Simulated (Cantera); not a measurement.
Cantera run:

```python
import numpy as np
import cantera as ct

gas_names = """
    C CH CH2 CH3 CH2OH CH3O CH4 CH3OH CO CO2 COOH C2 C2H CHCO,ketyl C2H2,acetylene C2H2,vinylidene
    CH2CO,ketene C2H3,vinyl CH3CO,acetyl C2H4 C2H4O,ethylen CH3CHO,ethanal CH3COOH (HCOOH)2 C2H5 C2H6
    CH3OCH3 C2H5OH C2O C3 C3H3,propargyl C3H4,allene C3H4,propyne C3H4,cyclo- C3H5,allyl C3H6,propylene
    C3H6,cyclo- C3H6O C3H7,n-propyl C3H7,i-propyl C3H8 C3H8O,1propanol C3H8O,2propanol C3O2 C4 C4H2
    C4H4,1,3-cyclo- C4H6,butadiene C4H6,2-butyne C4H6,cyclo- C4H8,1-butene C4H8,cis2-buten
    C4H8,tr2-butene C4H8,isobutene C4H8,cyclo- (CH3COOH)2 C4H9,n-butyl C4H9,i-butyl C4H9,s-butyl
    C4H9,t-butyl C4H10,isobutane C4H10,n-butane C5 C5H6,1,3cyclo- C5H8,cyclo- C5H10,1-pentene
    C5H10,cyclo- C5H11,pentyl C5H11,t-pentyl C5H12,n-pentane C5H12,i-pentane CH3C(CH3)2CH3 C6H2
    C6H5,phenyl C6H5O,phenoxy C6H6 C6H5OH,phenol C6H10,cyclo- C6H12,1-hexene C6H12,cyclo- C6H13,n-hexyl
    C7H7,benzyl C7H8 C7H8O,cresol C7H14,1-heptene C7H15,n-heptyl C7H16,n-heptane C8H8,styrene
    C8H10,ethylbenz C8H16,1-octene C8H17,n-octyl C8H18,isooctane C8H18,n-octane C9H19,n-nonyl
    C10H8,naphthale C10H21,n-decyl C12H9,o-bipheny C12H10,bipheny H HCO HO2 H2 HCHO,formaldehy HCOOH H2O
    H2O2 O OH O2 O3
""".split()
cond_names = """
    C(gr) C6H6(L) C7H8(L) C8H18(L),n-octa H2O(s) H2O(L)
""".split()


def load(file, names, dense=False):
    # The tables refer to 1 bar. Condensed volumes are neglected.
    table = {s.name: s for s in ct.Species.list_from_file(file)}
    out = []
    for n in names:
        d = dict(table[n].input_data)
        d["thermo"] = dict(d["thermo"], **{"reference-pressure": 1e5})
        if dense:
            d["equation-of-state"] = {"model": "constant-volume", "density": "1e6 g/cm^3"}
        out.append(ct.Species.from_dict(d))
    return out


gas = ct.Solution(thermo="ideal-gas", species=load("nasa_gas.yaml", gas_names))
cond = {s.name: ct.Solution(thermo="fixed-stoichiometry", species=[s], name=s.name)
        for s in load("nasa_condensed.yaml", cond_names, dense=True)}
atoms = {
    'C2H6': {'C': 2, 'H': 6},
    'CO2': {'C': 1, 'O': 2},
}
top_T = {'C(gr)': 4500}  # K; cautious upper limits of use, not melting points


def equilibrate(T, P, feed):
    n = {}
    for name, mol in feed.items():
        for a, k in atoms[name].items():
            n[a] = n.get(a, 0.0) + k * mol
    gas.TPX = T, P, n
    mass = sum(n.values()) * gas.mean_molecular_weight
    gas.equilibrate("TP")
    valid = [c for c in cond.values() if c.min_temp <= T <= top_T.get(c.name, c.max_temp)]
    mix = ct.Mixture([(gas, mass / gas.mean_molecular_weight)] + [(c, 0.0) for c in valid])
    mix.T, mix.P = T, P
    mix.equilibrate("TP", solver="vcs", rtol=1e-11, max_steps=5000)
    return mix


results = []
feed = {'C2H6': 1, 'CO2': 0.1}  # mol
T = 1350  # K
P = 4600000  # Pa
mix = equilibrate(T, P, feed)
results.append((T, P, feed, dict(zip(mix.species_names, mix.species_moles))))
x = sorted(zip(gas.X, gas.species_names), reverse=True)
print(f"T = {T:g} K  P = {P:g} Pa  gas = {mix.phase_moles(0):.4g} mol")
print("   x: " + "  ".join(f"{s} {v:.3e}" for v, s in x if v > 0.0001))
print("   condensed (mol): " + ("  ".join(f"{mix.phase(i).name} {mix.phase_moles(i):.4g}"
      for i in range(1, mix.n_phases) if mix.phase_moles(i) > 1e-12) or "none"))
```

It prints:

```
T = 1350 K  P = 4.6e+06 Pa  gas = 2.735 mol
   x: H2 7.700e-01  CH4 1.572e-01  CO 5.999e-02  H2O 1.217e-02  CO2 4.827e-04
   condensed (mol): C(gr) 1.504
```

Cantera equilibrium calculation (NASA polynomials, part measured and part estimated; ideal gas, pure solids and liquids). The ideal-gas law is rough above about 30 bar.
